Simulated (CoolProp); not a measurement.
Vapour-liquid equilibrium of toluene (1) + ethylbenzene (2) at 81.9 kPa; x and y are mole fractions of (1).

Model: multi-fluid Helmholtz-energy mixture model, Lemmon 2006 and Zhou 2012; pair parameters Bell 2016, in CoolProp.

```csv
x,bubble temperature (K),y at the bubble point,dew temperature at overall composition x (K),liquid density (mol/L)
0.05,399.8,0.094,400.6,7.296
0.15,396.6,0.256,398.7,7.420
0.25,393.7,0.393,396.7,7.544
0.35,391.1,0.511,394.6,7.671
0.45,388.6,0.615,392.5,7.798
0.55,386.2,0.707,390.2,7.929
0.65,383.9,0.789,387.7,8.061
0.75,381.6,0.861,385.0,8.195
0.85,379.5,0.924,382.0,8.331
0.95,377.4,0.977,378.5,8.468
```

No azeotrope shows between x = 0.05 and 0.95.

The pair parameters rest on a limited set of measurements; away from them the model extrapolates.
